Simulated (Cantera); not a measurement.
# Ignition delay

Mixture: CH3OH : O2 : N2 = 2.1 : 1.76 : 11.5 (molar parts), at 26.6 atm, adiabatic and at constant pressure. Ignition delay is the time to a rise of 400 K.

Computed with Cantera and GRI-Mech 3.0 (53 species, 325 reactions). GRI-Mech 3.0 was tuned for natural gas; its chemistry of methanol as a main component is partial and can be far from experiment. The pressure lies above the range GRI-Mech 3.0 was tuned for (to about 10 atm).

```json
[
 {"T0 (K)": "1125", "delay (ms)": "2.93"},
 {"T0 (K)": "1175", "delay (ms)": "1.16"},
 {"T0 (K)": "1225", "delay (ms)": "0.497"},
 {"T0 (K)": "1275", "delay (ms)": "0.228"},
 {"T0 (K)": "1325", "delay (ms)": "0.112"},
 {"T0 (K)": "1375", "delay (ms)": "0.0586"},
 {"T0 (K)": "1425", "delay (ms)": "0.0324"}
]
```

The apparent activation energy between 1325 and 1425 K is 190 kJ/mol.
